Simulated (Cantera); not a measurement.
Input (Python, Cantera) and output of one run.

```python
import numpy as np
import cantera as ct

gas_names = [...]  # 76 gases of nasa_gas.yaml made of C, H
cond_names = """
    C(gr) C6H6(L) C7H8(L) C8H18(L),n-octa
""".split()


# ... load() reads the species with a 1 bar reference pressure and builds the phases ...
atoms = {
    'C3H6': {'C': 3, 'H': 6},
    'H2': {'H': 2},
}
top_T = {'C(gr)': 4500}  # K; cautious upper limits of use, not melting points


# ... equilibrate(T, P, feed) seeds the gas with the atoms and calls Mixture.equilibrate('TP', solver="vcs", rtol=1e-11, max_steps=5000) ...
results = []
T = 848.15  # K
P = 980000  # Pa
for m in [1.2, 1.6, 2.2, 2.9, 4, 5.4, 7.4, 10, 14, 19, 25]:
    feed = {'C3H6': 1, 'H2': m}  # mol
    mix = equilibrate(T, P, feed)
    results.append((T, P, feed, dict(zip(mix.species_names, mix.species_moles))))

top = {s: max(r[3][s] / sum(r[3][g] for g in gas_names) for r in results) for s in gas_names}
cols = sorted((s for s in top if top[s] > 1e-05), key=lambda s: -top[s])[:8]
seen = [c for c in cond_names if any(r[3].get(c, 0) > 1e-12 for r in results)]
print("log10 of partial pressures in bar; condensed amounts in mol")
print(f"{'n(H2)':>10s}" + "".join(f"{s[:9]:>10s}" for s in cols + seen))
for T, P, feed, n in results:
    ng = sum(n[g] for g in gas_names)
    print(f"{feed['H2']:10.4g}" + "".join(f"{np.log10(max(n[s] / ng * P / 1e5, 1e-99)):10.3f}" for s in cols)
          + "".join(f"{n.get(c, 0):10.4g}" for c in seen))
```

It prints:

```
log10 of partial pressures in bar; condensed amounts in mol
     n(H2)        H2       CH4      C2H6     C(gr)
       1.2     0.507     0.819    -3.301     1.311
       1.6     0.507     0.819    -3.301      1.15
       2.2     0.507     0.819    -3.301    0.9092
       2.9     0.507     0.819    -3.301    0.6278
         4     0.507     0.819    -3.301    0.1855
       5.4     0.639     0.736    -3.600         0
       7.4     0.765     0.599    -4.000         0
        10     0.836     0.468    -4.332         0
        14     0.886     0.322    -4.675         0
        19     0.917     0.190    -4.970         0
        25     0.936     0.070    -5.227         0
```

Cantera equilibrium calculation (NASA polynomials, part measured and part estimated; ideal gas, pure solids and liquids).
